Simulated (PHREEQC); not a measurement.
## Alkaline etch or developer: an equilibrium model

Solution (10 °C): 190 mmol/kgw KOH and 4.2 mmol/kgw H3BO3. Closed to the air; pH follows from the charge balance.

Model: ion-association model, wateq4f.dat, run in PHREEQC.

This is a speciation only: nothing precipitates in the calculation.

Problem. What pH does the model give?

Solution. pH 13.66.

At this temperature some constants are extrapolated from 25 °C, and those without enthalpy data are left unchanged.
